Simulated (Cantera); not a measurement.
What does this Cantera script print?

```python
import numpy as np
import cantera as ct

gas_names = """
    CL CL2 H HCL H2 N NH NH2 NH3 N2 N2H2 N2H4 Si SiCL SiCL2 SiCL3 SiCL4 SiH SiHCL3 SiH2 SiH2CL2 SiH3
    SiH3CL SiH4 SiN Si2 Si2N Si3
""".split()
cond_names = """
    NH4CL(a) NH4CL(b) Si(cr) Si(L) Si3N4(a)
""".split()


# ... load() reads the species with a 1 bar reference pressure and builds the phases ...
atoms = {
    'SiHCl3': {'Si': 1, 'H': 1, 'CL': 3},
    'N2': {'N': 2},
}
top_T = {'Si3N4(a)': 2400}  # K; cautious upper limits of use, not melting points


# ... equilibrate(T, P, feed) seeds the gas with the atoms and calls Mixture.equilibrate('TP', solver="vcs", rtol=1e-11, max_steps=5000) ...
results = []
feed = {'SiHCl3': 1, 'N2': 35}  # mol
T = 1875  # K
for P in [5, 17, 59, 210, 710, 2400, 8400, 29000, 100000]:
    mix = equilibrate(T, P, feed)
    results.append((T, P, feed, dict(zip(mix.species_names, mix.species_moles))))

top = {s: max(r[3][s] / sum(r[3][g] for g in gas_names) for r in results) for s in gas_names}
cols = sorted((s for s in top if top[s] > 0.001), key=lambda s: -top[s])[:9]
seen = [c for c in cond_names if any(r[3].get(c, 0) > 1e-12 for r in results)]
print("log10 of partial pressures in bar; condensed amounts in mol")
print(f"{'P/Pa':>10s}" + "".join(f"{s[:9]:>10s}" for s in cols + seen))
for T, P, feed, n in results:
    ng = sum(n[g] for g in gas_names)
    print(f"{P:10.4g}" + "".join(f"{np.log10(max(n[s] / ng * P / 1e5, 1e-99)):10.3f}" for s in cols)
          + "".join(f"{n.get(c, 0):10.4g}" for c in seen))
```

Output:

```
log10 of partial pressures in bar; condensed amounts in mol
      P/Pa        N2     SiCL2        CL       HCL        Si         H     SiCL3        H2      SiCL
         5    -4.336    -6.067    -5.884    -6.057    -6.397    -6.660    -9.082    -6.953    -7.225
        17    -3.799    -5.412    -5.609    -5.488    -6.291    -6.367    -8.151    -6.366    -6.844
        59    -3.256    -4.823    -5.305    -4.917    -6.310    -6.099    -7.258    -5.832    -6.560
       210    -2.703    -4.257    -4.960    -4.334    -6.434    -5.861    -6.348    -5.355    -6.339
       710    -2.174    -3.728    -4.623    -3.781    -6.579    -5.646    -5.481    -4.925    -6.146
      2400    -1.644    -3.205    -4.311    -3.240    -6.682    -5.416    -4.646    -4.466    -5.936
      8400    -1.100    -2.675    -4.046    -2.696    -6.680    -5.137    -3.851    -3.907    -5.670
   2.9e+04    -0.561    -2.156    -3.843    -2.171    -6.567    -4.815    -3.129    -3.264    -5.354
     1e+05    -0.023    -1.643    -3.677    -1.662    -6.387    -4.473    -2.450    -2.579    -5.008
```

Cantera equilibrium calculation (NASA polynomials, part measured and part estimated; ideal gas, pure solids and liquids). The tables' values for SiCl3, SiCl, SiN are old estimates; treat these amounts as uncertain.
